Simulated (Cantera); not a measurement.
# Gas activation for diamond growth

An isothermal, constant-pressure homogeneous reactor starts with CH₄ : H₂ : CO₂ = 0.039 : 1 : 0.0091 (molar parts), at 2700 K and 3200 Pa.

Cantera simulation using GRI-Mech 3.0 (53 species, 325 reactions); the numbers are that mechanism's predictions, not measurements. GRI-Mech 3.0 stops at C3 and has no aromatics, soot or wall deposition, so with more carbon than oxygen in the feed, carbon stays in small species such as C2H2 where larger ones or solid carbon would form. Radical loss at walls, strong at low pressure, is not modelled.

```json
[
 {"t (s)": "5.00e-6", "x CH₄": "0.0364", "x H₂": "0.953", "x CO₂": "0.00867", "x C₂H": "<1e-12", "x H₂O₂": "<1e-12", "x HCO": "2.22e-10"},
 {"t (s)": "1.87e-5", "x CH₄": "0.0345", "x H₂": "0.950", "x CO₂": "0.00860", "x C₂H": "3.82e-10", "x H₂O₂": "<1e-12", "x HCO": "1.08e-8"},
 {"t (s)": "6.99e-5", "x CH₄": "0.0286", "x H₂": "0.940", "x CO₂": "0.00781", "x C₂H": "2.81e-7", "x H₂O₂": "<1e-12", "x HCO": "3.40e-7"},
 {"t (s)": "0.000261", "x CH₄": "0.0135", "x H₂": "0.921", "x CO₂": "0.00285", "x C₂H": "2.48e-5", "x H₂O₂": "<1e-12", "x HCO": "9.58e-7"},
 {"t (s)": "0.000978", "x CH₄": "0.00174", "x H₂": "0.912", "x CO₂": "1.55e-5", "x C₂H": "9.10e-5", "x H₂O₂": "<1e-12", "x HCO": "2.95e-7"},
 {"t (s)": "0.00366", "x CH₄": "0.000342", "x H₂": "0.897", "x CO₂": "7.34e-6", "x C₂H": "0.000122", "x H₂O₂": "<1e-12", "x HCO": "9.21e-8"},
 {"t (s)": "0.0137", "x CH₄": "3.59e-5", "x H₂": "0.860", "x CO₂": "1.61e-7", "x C₂H": "0.000173", "x H₂O₂": "<1e-12", "x HCO": "2.84e-8"},
 {"t (s)": "0.0511", "x CH₄": "3.59e-6", "x H₂": "0.779", "x CO₂": "4.18e-11", "x C₂H": "0.000314", "x H₂O₂": "<1e-12", "x HCO": "1.83e-8"},
 {"t (s)": "0.191", "x CH₄": "1.52e-6", "x H₂": "0.710", "x CO₂": "1.88e-11", "x C₂H": "0.000447", "x H₂O₂": "<1e-12", "x HCO": "1.36e-8"},
 {"t (s)": "0.715", "x CH₄": "1.45e-6", "x H₂": "0.705", "x CO₂": "1.80e-11", "x C₂H": "0.000456", "x H₂O₂": "<1e-12", "x HCO": "1.33e-8"},
 {"t (s)": "2.67", "x CH₄": "1.45e-6", "x H₂": "0.705", "x CO₂": "1.80e-11", "x C₂H": "0.000456", "x H₂O₂": "<1e-12", "x HCO": "1.33e-8"},
 {"t (s)": "10.0", "x CH₄": "1.45e-6", "x H₂": "0.705", "x CO₂": "1.80e-11", "x C₂H": "0.000456", "x H₂O₂": "<1e-12", "x HCO": "1.33e-8"}
]
```
x: mole fraction; the columns are a selection and need not sum to one.

Equilibrium at this temperature and pressure: CH₄ 1.46e-6, H₂ 0.705, CO₂ 1.82e-11, C₂H 0.000456, H₂O₂ <1e-12, HCO 1.33e-8 (gas phase only).
